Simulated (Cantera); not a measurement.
Source: NASA polynomial tables (part measured, part estimated), evaluated in Cantera. Values are per mole of reaction as written; species without (g) are pure solids or liquids, kept so even where they would boil at 1 bar. TiC: taken at fixed stoichiometry.

6 Ti + C6H6(g) → 6 TiC + 6 H(g), with ΔH° = 120.6 kJ and ΔS° = 380.7 J/K at 300 K.

Task: How far is the shortcut ΔG° ≈ ΔH°(300 K) − T·ΔS°(300 K) from the full temperature-dependent value at 2248, 2273, 2298, 2323, 2348, 2373, 2398 K?

Result: 
| T (K) | shortcut (kJ) | full (kJ) | difference (kJ) | difference in log10 K | condensed phases |
|---|---|---|---|---|---|
| 2248 | -735.1 | -865.8 | 130.7 | -3.04 | Ti(l), TiC(s) |
| 2273 | -744.6 | -876.0 | 131.4 | -3.02 | Ti(l), TiC(s) |
| 2298 | -754.2 | -886.2 | 132.0 | -3.00 | Ti(l), TiC(s) |
| 2323 | -763.7 | -896.3 | 132.6 | -2.98 | Ti(l), TiC(s) |
| 2348 | -773.2 | -906.5 | 133.3 | -2.96 | Ti(l), TiC(s) |
| 2373 | -782.7 | -916.6 | 133.9 | -2.95 | Ti(l), TiC(s) |
| 2398 | -792.2 | -926.7 | 134.5 | -2.93 | Ti(l), TiC(s) |
The shortcut ignores heat capacities and the phase changes listed.
